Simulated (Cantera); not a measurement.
What does this Cantera script print?

```python
import numpy as np
import cantera as ct

gas_names = """
    Cs NO H2O NH3
""".split()
cond_names = """
    CsOH(a) CsOH(b) CsOH(c) CsOH(L)
""".split()


def load(file, names, dense=False):
    # The tables refer to 1 bar. Condensed volumes are neglected.
    table = {s.name: s for s in ct.Species.list_from_file(file)}
    out = []
    for n in names:
        d = dict(table[n].input_data)
        d["thermo"] = dict(d["thermo"], **{"reference-pressure": 1e5})
        if dense:
            d["equation-of-state"] = {"model": "constant-volume", "density": "1e6 g/cm^3"}
        out.append(ct.Species.from_dict(d))
    return out


species = {s.name: s for s in load("nasa_gas.yaml", gas_names) + load("nasa_condensed.yaml", cond_names)}
# Each term lists the table entries of one substance; the one whose range holds T is used.
reactions = {
    '5 Cs(g) + NO(g) + 4 H2O(g) = 5 CsOH + NH3(g)':
        [(-5, ['Cs']), (-1, ['NO']), (-4, ['H2O']), (5, ['CsOH(a)', 'CsOH(b)', 'CsOH(c)', 'CsOH(L)']), (1, ['NH3'])],
}


def pick(names, T):
    return next(species[n] for n in names if species[n].thermo.min_temp <= T <= species[n].thermo.max_temp)


results = []
for label, terms in reactions.items():
    print(label)
    print("     T/K   dH/kJ  dS/(J/K)   dG/kJ   log10 K")
    for T in [973, 998, 1023, 1048, 1073]:
        used = [(nu, pick(names, T)) for nu, names in terms]
        dH = sum(nu * s.thermo.h(T) for nu, s in used) / 1e6
        dS = sum(nu * s.thermo.s(T) for nu, s in used) / 1e3
        dG = dH - T * dS / 1e3
        logK = -dG * 1e6 / (ct.gas_constant * T * np.log(10))
        results.append((label, T, dH, dS, dG, logK, [s.name for _, s in used]))
        print(f"{T:8g} {dH:8.1f} {dS:8.1f} {dG:8.1f} {logK:8.2f}")
```

Result:

```
5 Cs(g) + NO(g) + 4 H2O(g) = 5 CsOH + NH3(g)
     T/K   dH/kJ  dS/(J/K)   dG/kJ   log10 K
     973  -1466.9   -855.1   -634.9    34.09
     998  -1462.9   -851.0   -613.6    32.12
    1023  -1458.9   -847.0   -592.4    30.25
    1048  -1454.9   -843.1   -571.3    28.47
    1073  -1450.9   -839.4   -550.2    26.79
```

Source: NASA polynomial tables (part measured, part estimated), evaluated in Cantera. Condensed species are held in their standard states even where they would react or evaporate.
